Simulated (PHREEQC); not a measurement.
**Copper plating or etch bath: an equilibrium model**

Make-up at 24 °C: 0.087 mol CuCl2, 0.00013 mol H2SO4 and 0.04 mol H3BO3 per kg of water. Closed to the air; pH follows from the charge balance.

All values are PHREEQC results (ion-association model, phreeqc.dat), not measurements.

This is a speciation only: nothing precipitates in the calculation.

### Question
Estimate the pH, ionic strength.

### Answer
pH 3.68; ionic strength 0.240 mol/kgw.

### Question
In which forms is Cu present?

### Answer
Cu+2 88 %, CuCl+ 11 % of the Cu.
